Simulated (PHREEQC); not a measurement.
Solution (20 °C): 39 mmol/kgw NH4HF2, 8.1 mmol/kgw H2SiF6, 2.7 mmol/kgw HBF4 and 4.3 mmol/kgw HCl. Closed to the air; pH follows from the charge balance.

The numbers come from PHREEQC with the ion-association model, phreeqc.dat.

```
quantity                   before    after
------------------------  -------  -------
pH                           2.51     2.92
ionic strength (mol/kgw)   0.0507   0.0484
HF (mol/kgw)               0.0553   0.0467
F- (mol/kgw)               0.0162   0.0353
HF2- (mol/kgw)            0.00329  0.00606
NH3 (mol/kgw)             3.95e-9  1.03e-8
```

Which change was made?
(A) HBF4 left out
(B) temperature from 20 to 75 °C
(C) H2SiF6 replaced by NaHF2 at the same molality
(D) temperature from 20 to 35 °C
(E) HCl from 0.0043 to 0.00043 mol/kgw

C, H2SiF6 replaced by NaHF2 at the same molality

Precipitation was switched off in this run. SiF6-2 is the database's only silicon fluoride. Real BF4- forms and hydrolyses slowly; the run takes it at equilibrium.
